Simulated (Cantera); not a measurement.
An isothermal, constant-pressure homogeneous reactor starts with C2H4 : H2 = 1 : 54 (molar parts), at 1175 K and 10.00 Torr.

Detailed kinetics in Cantera: GRI-Mech 3.0 (53 species, 325 reactions). GRI-Mech 3.0 was tuned for natural gas; its chemistry of ethylene as a main component is partial and can be far from experiment. GRI-Mech 3.0 stops at C3 and has no aromatics, soot or wall deposition, so with more carbon than oxygen in the feed, carbon stays in small species such as C2H2 where larger ones or solid carbon would form. Radical loss at walls, strong at low pressure, is not modelled.

x: mole fraction; the columns are a selection and need not sum to one.

```json
[
 {"t (s)": "0.000700", "x C2H4": "0.0182", "x H2": "0.982", "x H": "6.82e-12", "x CH4": "<1e-12", "x CH2": "<1e-12"},
 {"t (s)": "0.00165", "x C2H4": "0.0182", "x H2": "0.982", "x H": "1.74e-11", "x CH4": "<1e-12", "x CH2": "<1e-12"},
 {"t (s)": "0.00387", "x C2H4": "0.0182", "x H2": "0.982", "x H": "4.22e-11", "x CH4": "<1e-12", "x CH2": "<1e-12"},
 {"t (s)": "0.00910", "x C2H4": "0.0182", "x H2": "0.982", "x H": "1.01e-10", "x CH4": "<1e-12", "x CH2": "<1e-12"},
 {"t (s)": "0.0214", "x C2H4": "0.0182", "x H2": "0.982", "x H": "2.38e-10", "x CH4": "<1e-12", "x CH2": "<1e-12"},
 {"t (s)": "0.0503", "x C2H4": "0.0182", "x H2": "0.982", "x H": "5.62e-10", "x CH4": "<1e-12", "x CH2": "<1e-12"},
 {"t (s)": "0.118", "x C2H4": "0.0182", "x H2": "0.982", "x H": "1.33e-9", "x CH4": "1.02e-11", "x CH2": "<1e-12"},
 {"t (s)": "0.278", "x C2H4": "0.0182", "x H2": "0.982", "x H": "3.23e-9", "x CH4": "1.21e-10", "x CH2": "<1e-12"},
 {"t (s)": "0.654", "x C2H4": "0.0182", "x H2": "0.982", "x H": "8.79e-9", "x CH4": "[?]", "x CH2": "<1e-12"},
 {"t (s)": "1.54", "x C2H4": "0.0181", "x H2": "0.982", "x H": "4.06e-8", "x CH4": "[?]", "x CH2": "<1e-12"},
 {"t (s)": "3.62", "x C2H4": "0.0180", "x H2": "0.982", "x H": "8.85e-7", "x CH4": "[?]", "x CH2": "<1e-12"},
 {"t (s)": "8.51", "x C2H4": "0.0156", "x H2": "0.982", "x H": "4.85e-6", "x CH4": "[?]", "x CH2": "<1e-12"},
 {"t (s)": "20.0", "x C2H4": "0.0105", "x H2": "0.982", "x H": "4.82e-6", "x CH4": "[?]", "x CH2": "<1e-12"}
]
```

Q: Some entries are withheld; supply them.

A: 
- 0.654, x CH4: 1.56e-9
- 1.54, x CH4: 2.51e-8
- 3.62, x CH4: 1.22e-6
- 8.51, x CH4: 0.000101
- 20.0, x CH4: 0.000362
